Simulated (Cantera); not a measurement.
What does this Cantera script print?

```python
import numpy as np
import cantera as ct

surf = ct.Interface("diamond.yaml", "diamond_100")
gas, bulk = surf.adjacent["gas"], surf.adjacent["diamond"]
k = surf.kinetics_species_index(bulk.species_names[0])
cover = ["c6HH", "c6H*", "c6*H", "c6**", "c6HM", "c6B"]

rows, drift = [], 0.0
print(f"{'xCH3':>10s}{'um/h':>11s}" + "".join(f"{s:>11s}" for s in cover))
for v in [1e-06, 2.3e-06, 5.2e-06, 1.2e-05, 2.7e-05, 6.2e-05, 0.00014, 0.00032, 0.00074]:
    T, P, xH, xCH3 = 975, 1200, 0.0038, v
    gas.TPX = T, P, {"H": xH, "CH3": xCH3, "CH4": 0.0041, "H2": 1 - xH - xCH3 - 0.0041}
    surf.TP = bulk.TP = T, P
    surf.coverages = "c6H*:0.1, c6HH:0.9"
    surf.advance_coverages(100.0)
    before = surf.coverages
    surf.advance_coverages(100.0)
    drift = max(drift, np.max(np.abs(surf.coverages - before) / (surf.coverages + 1e-9)))
    rate = surf.net_production_rates[k] * bulk.mean_molecular_weight / bulk.density * 3.6e9
    rows.append([rate, *surf[cover].coverages])
    print(f"{v:10.4g}{rate:11.4e}" + "".join(f"{x:11.3e}" for x in rows[-1][1:]))
```

It prints:

```
      xCH3       um/h       c6HH       c6H*       c6*H       c6**       c6HM        c6B
     1e-06 5.0876e-03  6.202e-01  1.615e-02  3.554e-01  8.049e-03  1.432e-04  1.381e-11
   2.3e-06 1.1698e-02  6.201e-01  1.615e-02  3.553e-01  8.046e-03  3.293e-04  3.174e-11
   5.2e-06 2.6432e-02  6.198e-01  1.614e-02  3.551e-01  8.040e-03  7.439e-04  7.172e-11
   1.2e-05 6.0906e-02  6.190e-01  1.612e-02  3.546e-01  8.026e-03  1.714e-03  1.653e-10
   2.7e-05 1.3660e-01  6.172e-01  1.607e-02  3.536e-01  7.995e-03  3.845e-03  3.707e-10
   6.2e-05 3.1132e-01  6.132e-01  1.596e-02  3.512e-01  7.923e-03  8.763e-03  8.448e-10
   0.00014 6.9145e-01  6.045e-01  1.573e-02  3.460e-01  7.767e-03  1.946e-02  1.876e-09
   0.00032 1.5229e+00  5.853e-01  1.521e-02  3.347e-01  7.427e-03  4.287e-02  4.132e-09
   0.00074 3.2463e+00  5.457e-01  1.414e-02  3.112e-01  6.726e-03  9.143e-02  8.809e-09
```

Cantera simulation using the Harris–Goodwin 1993 mechanism for the reconstructed diamond (100) surface; the numbers are that mechanism's predictions, not measurements.
